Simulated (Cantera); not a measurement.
Charge: 1 mol SiCl4, 34 mol H2, held at 1323 K and 3300 Pa.

Method: chemical equilibrium by Gibbs-energy minimisation in Cantera with the NASA 1993 tables (ideal gas, pure condensed phases). The tables' values for SiCl3 are old estimates; treat these amounts as uncertain. The numbers say what is thermodynamically allowed, not how fast it happens.

| species | before | after |
|---|---|---|
| H2 | 0.912 | 0.966 |
| SiCl4 | 0.00117 | 0.0233 |
| HCl | 0.0698 | 0.00534 |
| SiCl2 | 0.0146 | 3.74e-6 |
| SiCl3 | 0.00177 | 3.12e-5 |
| SiHCl3 | 0.000776 | 0.00511 |
| SiH2Cl2 | 7.37e-5 | 9.41e-5 |
| Si(s), mol | 0.340 | 0 |
Gas species are given as mole fractions.

**Question.** Name the change that produced these shifts.
(A) temperature from 1323 K to 1073 K
(B) H2 from 34 to 210 mol
(C) temperature from 1323 K to 823.15 K
(D) SiCl4 replaced by SiHCl3

**Answer.** C, temperature from 1323 K to 823.15 K
